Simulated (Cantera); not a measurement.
A freely propagating, adiabatic, planar premixed flame of 28.0 % CO, 3.64 % H₂, 14.4 % O₂, 54.0 % N₂, equivalence ratio 1.1, unburnt at 448 K and 1050 Torr; mixture-averaged transport, grid criteria slope 0.08 and curve 0.16, no radiation.

Model: GRI-Mech 3.0 (53 species, 325 reactions), integrated in Cantera. Burning velocities carry a grid error of a few per cent, more on coarse grids.

x: mole fraction of selected species; z is measured from the peak of heat release.

```csv
z (mm),T (K),u (m/s),x CO,x H₂,x O₂,x H,x NO₂,x OH
-1.38,448,1.10,0.280,0.0364,0.144,<1e-8,<1e-8,<1e-8
-0.919,448,1.10,0.280,0.0363,0.144,<1e-8,<1e-8,<1e-8
-0.689,448,1.10,0.280,0.0361,0.144,<1e-8,<1e-8,<1e-8
-0.460,448,1.10,0.280,0.0354,0.144,<1e-8,<1e-8,<1e-8
-0.230,464,1.14,0.281,0.0310,0.144,4.45e-8,<1e-8,3.20e-8
-0.115,?,1.64,0.272,0.0232,0.138,0.000268,<1e-8,0.000172
0,?,2.76,0.233,0.0111,0.109,0.00487,<1e-8,0.00112
0.115,?,3.49,0.178,0.00401,0.0722,0.0104,<1e-8,0.00303
0.230,?,3.86,0.142,0.00331,0.0528,0.0120,<1e-8,0.00445
0.460,?,4.22,0.118,0.00351,0.0412,0.00998,1.38e-8,0.00576
0.919,2050,4.55,0.106,0.00314,0.0353,0.00607,2.14e-8,0.00620
1.84,2195,4.82,0.0941,0.00259,0.0295,0.00344,3.61e-8,0.00594
3.68,2314,5.03,0.0818,0.00211,0.0237,0.00199,6.91e-8,0.00532
```

### Question
Some entries are withheld; supply them.

### Answer

- -0.115, T (K): 675
- 0, T (K): 1159
- 0.115, T (K): 1500
- 0.230, T (K): 1692
- 0.460, T (K): 1882
